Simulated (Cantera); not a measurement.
An adiabatic, constant-volume homogeneous reactor starts with CH4 : O2 : N2 : H2O = 1 : 0.909 : 3.42 : 1.1 (molar parts), equivalence ratio 2.2, at 1625 K and 100000 Pa.

Detailed kinetics in Cantera: GRI-Mech 3.0 (53 species, 325 reactions).

Task: Predict: time of steepest temperature rise; temperature at 2.00 s; equilibrium temperature; x(O2) at 2.00 s; x(H2O) at 2.00 s; x(HCN) at 2.00 s; x(H2) at 2.00 s.

Result: 
- time of steepest temperature rise: 0.629 ms
- temperature at 2.00 s: 2568 K
- equilibrium temperature: 2568 K
- x(O2) at 2.00 s: 6.16e-5 (gas-phase equilibrium 6.16e-5)
- x(H2O) at 2.00 s: 0.227 (gas-phase equilibrium 0.227)
- x(HCN) at 2.00 s: 9.21e-8 (gas-phase equilibrium 9.21e-8)
- x(H2) at 2.00 s: 0.175 (gas-phase equilibrium 0.175)
